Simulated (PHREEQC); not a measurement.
Dissolve 0.0017 mol/kgw CdCl2 at 75 °C. Closed to the air; pH follows from the charge balance.

Model: ion-association model, wateq4f.dat, run in PHREEQC.

Task: The ionic strength comes out as 0.00442 mol/kgw. What activity coefficients do Cl-, H+, CdOH+, CdCl+, Cd+2 get?

Result: Cl- 0.92, H+ 0.93, CdOH+ 0.92, CdCl+ 0.92, Cd+2 0.73.

No solid was allowed to form. Away from 25 °C the constants follow the database's enthalpies or fits; those with neither stay at their 25 °C values.
